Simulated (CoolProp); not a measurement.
A simple Rankine cycle with R11: condensing at 305.15 K, boiler at 2.97 MPa, turbine inlet 484.4 K, turbine efficiency 0.6, pump efficiency 0.7, no recuperator. Each further row changes one setting.

Computed with CoolProp (reference Helmholtz-energy equation of state, Jacobsen 1992).

| case | thermal efficiency (%) | net work (kJ/kg) | heat in (kJ/kg) | turbine exit temperature (K) | volume ratio over the turbine |
|---|---|---|---|---|---|
| as stated | 14.2 | 37.9 | 267 | ___ | 23.0 |
| condensing temperature 297.15 K | 15.0 | 41.2 | 274 | 380.1 | 30.0 |
| boiler pressure 2.08 MPa | 13.2 | 36.6 | 277 | ___ | 15.1 |
| turbine efficiency 0.5 | ___ | 31.1 | 267 | 396.3 | 23.7 |

Complete the blanks.


- as stated, turbine exit temperature (K): 385.8
- boiler pressure 2.08 MPa, turbine exit temperature (K): 403.4
- turbine efficiency 0.5, thermal efficiency (%): 11.7
